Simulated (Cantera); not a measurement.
An adiabatic, constant-pressure homogeneous reactor starts with C2H4 : O2 : N2 : H2O = 1 : 4.35 : 16.3 : 0.82 (molar parts), at 1125 K and 26.0 bar. Integrator tolerance rtol = 1e-08.

Cantera simulation using GRI-Mech 3.0 (53 species, 325 reactions); the numbers are that mechanism's predictions, not measurements. GRI-Mech 3.0 was tuned for natural gas; its chemistry of ethylene as a main component is partial and can be far from experiment. The pressure lies above the range GRI-Mech 3.0 was tuned for (to about 10 atm).

What does this change do: constant volume in place of constant pressure?


```json
[
 {"quantity": "time of steepest temperature rise", "before": "1.34 ms", "after": "1.32 ms"},
 {"quantity": "temperature at 3.00 s", "before": "2533 K", "after": "2810 K"},
 {"quantity": "equilibrium temperature", "before": "2533 K", "after": "2810 K"},
 {"quantity": "x(C2H4) at 3.00 s", "before": "<1e-12 (gas-phase equilibrium <1e-12)", "after": "<1e-12 (gas-phase equilibrium <1e-12)"},
 {"quantity": "x(O2) at 3.00 s", "before": "0.0541 (gas-phase equilibrium 0.0541)", "after": "0.0519 (gas-phase equilibrium 0.0519)"},
 {"quantity": "x(H2O) at 3.00 s", "before": "0.121 (gas-phase equilibrium 0.121)", "after": "0.118 (gas-phase equilibrium 0.118)"},
 {"quantity": "x(H2O2) at 3.00 s", "before": "1.09e-6 (gas-phase equilibrium 1.09e-6)", "after": "2.78e-6 (gas-phase equilibrium 2.78e-6)"},
 {"quantity": "x(C2H6) at 3.00 s", "before": "<1e-12 (gas-phase equilibrium <1e-12)", "after": "<1e-12 (gas-phase equilibrium <1e-12)"}
]
```
